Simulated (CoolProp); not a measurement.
Saturation properties of R1132(E) (Tc = 348.8 K, pc = 51.74 bar, ω = 0.245).

Computed with CoolProp (reference Helmholtz-energy equation of state, Akasaka 2024).

```tsv
T (K)	p (bar)	liquid density (kg/m³)	enthalpy of vaporisation (kJ/kg)	liquid cp (kJ/(kg K))	vapour Z
250.8	3.804	…	277.7	1.677	0.9155
256.3	4.654	1052	271.5	1.689	0.9029
261.8	5.641	1036	265.1	1.704	0.8891
267.2	6.754	1020	258.6	1.722	0.8744
272.7	8.049	1004	251.7	1.744	0.8583
278.2	9.521	986.4	244.5	1.771	…
283.7	11.18	…	236.9	1.803	0.8220
289.2	13.05	949.4	228.8	1.841	0.8017
294.6	15.10	929.9	220.4	1.885	0.7803
300.1	17.43	908.9	211.3	1.941	0.7568
305.6	20.00	886.4	201.5	2.009	0.7313
311.1	…	862.3	190.9	2.095	…
316.6	26.00	836.1	…	2.207	0.6736
322	29.38	807.9	166.7	2.355	0.6410
```

### Question
What belongs in the gaps?

### Answer

- 250.8, liquid density (kg/m³): 1067
- 278.2, vapour Z: 0.8408
- 283.7, liquid density (kg/m³): 968.3
- 311.1, p (bar): 22.85
- 311.1, vapour Z: 0.7037
- 316.6, enthalpy of vaporisation (kJ/kg): 179.3
